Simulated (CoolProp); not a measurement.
Vapour-liquid equilibrium of isohexane (1) + benzene (2) at 29.6 kPa; x and y are mole fractions of (1).

Computed with CoolProp (multi-fluid Helmholtz-energy mixture model, Lemmon 2006 and Thol 2012; pair parameters Bell 2016).

| x | bubble temperature (K) | y at the bubble point | dew temperature at overall composition x (K) | liquid density (mol/L) |
|---|---|---|---|---|
| 0.05 | 314.6 | 0.166 | 317.0 | 10.71 |
| 0.2 | 308.7 | 0.430 | 313.9 | 10.09 |
| 0.35 | 305.6 | ___ | 310.5 | 9.502 |
| 0.5 | 303.5 | 0.666 | 307.0 | 8.968 |
| 0.65 | ___ | 0.759 | 303.8 | 8.483 |
| 0.8 | 300.7 | 0.857 | ___ | 8.042 |
| 0.95 | 299.6 | 0.963 | 299.7 | ___ |

**Question.** Complete the blanks.

**Answer.** 
- 0.35, y at the bubble point: 0.566
- 0.65, bubble temperature (K): 302.0
- 0.8, dew temperature at overall composition x (K): 301.4
- 0.95, liquid density (mol/L): 7.640

No azeotrope shows between x = 0.05 and 0.95.

The pair parameters rest on a limited set of measurements; away from them the model extrapolates.
